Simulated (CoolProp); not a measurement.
Model: reference Helmholtz-energy equation of state, Thol 2018, in CoolProp.

Problem. Give the vapour pressure (kPa), liquid density (kg/m³), vapour density (kg/m³), enthalpy of vaporisation (kJ/kg) of saturated hydrogen chloride at -85.05, -66.75, -57.65 °C.

Solution. 
```json
[
 {"T (°C)": "-85.05", "p (kPa)": "101", "liquid density (kg/m³)": "1190", "vapour density (kg/m³)": "2.42", "enthalpy of vaporisation (kJ/kg)": "444"},
 {"T (°C)": "-66.75", "p (kPa)": "258", "liquid density (kg/m³)": "1140", "vapour density (kg/m³)": "5.80", "enthalpy of vaporisation (kJ/kg)": "423"},
 {"T (°C)": "-57.65", "p (kPa)": "386", "liquid density (kg/m³)": "1110", "vapour density (kg/m³)": "8.46", "enthalpy of vaporisation (kJ/kg)": "412"}
]
```
